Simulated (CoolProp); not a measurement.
Aqueous ethylene glycol as a coolant, at 22 °C, 1 atm.

Computed with CoolProp (Melinder's fits for secondary coolants).

```json
[
 {"mass %": "3.6", "freezing point (°C)": "-1.1", "density (kg/m³)": "1002", "viscosity (mPa s)": "1.04", "Prandtl number": "7.31", "cp (kJ/(kg K))": "(withheld)"},
 {"mass %": "8.9", "freezing point (°C)": "-2.9", "density (kg/m³)": "(withheld)", "viscosity (mPa s)": "1.18", "Prandtl number": "8.52", "cp (kJ/(kg K))": "(withheld)"},
 {"mass %": "14.2", "freezing point (°C)": "-5.1", "density (kg/m³)": "1016", "viscosity (mPa s)": "1.35", "Prandtl number": "10.0", "cp (kJ/(kg K))": "3.988"},
 {"mass %": "19.5", "freezing point (°C)": "-7.7", "density (kg/m³)": "1023", "viscosity (mPa s)": "(withheld)", "Prandtl number": "11.8", "cp (kJ/(kg K))": "3.908"},
 {"mass %": "24.8", "freezing point (°C)": "-10.8", "density (kg/m³)": "1030", "viscosity (mPa s)": "1.78", "Prandtl number": "13.9", "cp (kJ/(kg K))": "3.819"},
 {"mass %": "30.1", "freezing point (°C)": "-14.7", "density (kg/m³)": "1037", "viscosity (mPa s)": "2.05", "Prandtl number": "16.3", "cp (kJ/(kg K))": "3.722"},
 {"mass %": "35.4", "freezing point (°C)": "-19.2", "density (kg/m³)": "1045", "viscosity (mPa s)": "2.35", "Prandtl number": "19.1", "cp (kJ/(kg K))": "3.619"},
 {"mass %": "40.7", "freezing point (°C)": "-24.6", "density (kg/m³)": "1052", "viscosity (mPa s)": "2.70", "Prandtl number": "22.4", "cp (kJ/(kg K))": "3.513"},
 {"mass %": "46", "freezing point (°C)": "-30.8", "density (kg/m³)": "(withheld)", "viscosity (mPa s)": "3.11", "Prandtl number": "26.2", "cp (kJ/(kg K))": "3.405"},
 {"mass %": "51.3", "freezing point (°C)": "-37.8", "density (kg/m³)": "1065", "viscosity (mPa s)": "3.59", "Prandtl number": "30.6", "cp (kJ/(kg K))": "3.296"},
 {"mass %": "56.6", "freezing point (°C)": "-45.7", "density (kg/m³)": "1072", "viscosity (mPa s)": "4.14", "Prandtl number": "35.8", "cp (kJ/(kg K))": "3.185"}
]
```

Complete the blanks.


- 3.6, cp (kJ/(kg K)): 4.133
- 8.9, density (kg/m³): 1009
- 8.9, cp (kJ/(kg K)): 4.062
- 19.5, viscosity (mPa s): 1.55
- 46, density (kg/m³): 1059
